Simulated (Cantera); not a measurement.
What does this Cantera script print?

```python
import numpy as np
import cantera as ct

gas = ct.Solution("gri30.yaml")
gas.TPX = 1425, 2666, {'H2': 0.048, 'O2': 1}
inlet = ct.Reservoir(gas, clone=True)

reactor = ct.IdealGasConstPressureReactor(gas, energy="off", clone=False)
exhaust = ct.Reservoir(gas, clone=True)
tau = [8.9, 2.2, 0.53, 0.13, 0.032, 0.0078, 0.0019][0]
for a, b in ((inlet, reactor), (reactor, exhaust)):
    ct.MassFlowController(a, b, mdot=lambda t: reactor.mass / tau)
net = ct.ReactorNet([reactor])
show = ['H2', 'O2', 'O', 'H', 'HO2']

rows = []
print(f"{'tau/s':>10s}{'T/K':>9s}" + "".join(f"{s:>11s}" for s in show))
for tau in [8.9, 2.2, 0.53, 0.13, 0.032, 0.0078, 0.0019]:
    net.initial_time = 0.0
    net.advance(30 * tau)
    before = gas.X
    net.advance(40 * tau)
    drift = np.max(np.abs(gas.X - before) / (gas.X + 1e-9))
    rows.append([gas.T, *gas[show].X, drift])
    print(f"{tau:10.3e}{gas.T:9.1f}" + "".join(f"{x:11.3e}" for x in gas[show].X))
```

Output:

```
     tau/s      T/K         H2         O2          O          H        HO2
 8.900e+00   1425.0  1.981e-05  9.521e-01  5.924e-04  1.107e-05  3.271e-07
 2.200e+00   1425.0  4.831e-05  9.510e-01  1.495e-03  4.435e-05  6.373e-07
 5.300e-01   1425.0  1.165e-04  9.484e-01  3.731e-03  1.747e-04  1.158e-06
 1.300e-01   1425.0  2.644e-04  9.429e-01  8.604e-03  6.128e-04  1.855e-06
 3.200e-02   1425.0  5.482e-04  9.336e-01  1.705e-02  1.725e-03  2.564e-06
 7.800e-03   1425.0  1.067e-03  9.236e-01  2.595e-02  3.381e-03  3.072e-06
 1.900e-03   1425.0  2.385e-03  9.191e-01  2.938e-02  4.735e-03  3.396e-06
```

Computed with Cantera and GRI-Mech 3.0 (53 species, 325 reactions). Radical loss at walls, strong at low pressure, is not modelled. The temperature is held fixed by assumption; the heat of reaction is taken as removed at once.
